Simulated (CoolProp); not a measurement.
Vapour-liquid equilibrium of propane (1) + neopentane (2) at 5.21 bar; x and y are mole fractions of (1).

The numbers come from the multi-fluid Helmholtz-energy mixture model, Lemmon 2009 and Lemmon 2006; pair parameters Bell 2016 in CoolProp.

```csv
x,bubble temperature (°C),y at the bubble point,dew temperature at overall composition x (°C),liquid density (mol/L)
0.05,61.7,0.113,63.5,7.614
0.15,55.4,0.308,60.5,7.985
0.25,49.2,0.473,57.3,8.376
0.35,42.8,0.616,53.9,8.793
0.45,36.2,0.736,50.1,9.238
0.55,29.3,0.832,45.9,9.709
0.65,22.4,0.904,41.1,10.20
0.75,15.8,0.951,35.3,10.70
0.85,9.9,0.980,27.8,11.20
0.95,5.1,0.996,16.0,11.67
```

No azeotrope shows between x = 0.05 and 0.95.

Pair parameters are fitted to limited data, so mixtures are less certain than the pure fluids.
